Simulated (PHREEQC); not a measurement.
Solution (38 °C): 0.21 mol/kgw CuSO4 and 0.0067 mol/kgw Na2SO4. Closed to the air; pH follows from the charge balance.

All values are PHREEQC results (ion-association model, phreeqc.dat), not measurements.

Task: The ionic strength comes out as 0.406 mol/kgw. What activity coefficients do Cu+2, HSO4-, Cu2(OH)2+2, SO4-2, Na+ get?

Result: Cu+2 0.26, HSO4- 0.72, Cu2(OH)2+2 0.28, SO4-2 0.22, Na+ 0.71.

Precipitation was switched off in this run. Species that the database lacks are ignored. At this temperature some constants are extrapolated from 25 °C, and those without enthalpy data are left unchanged.
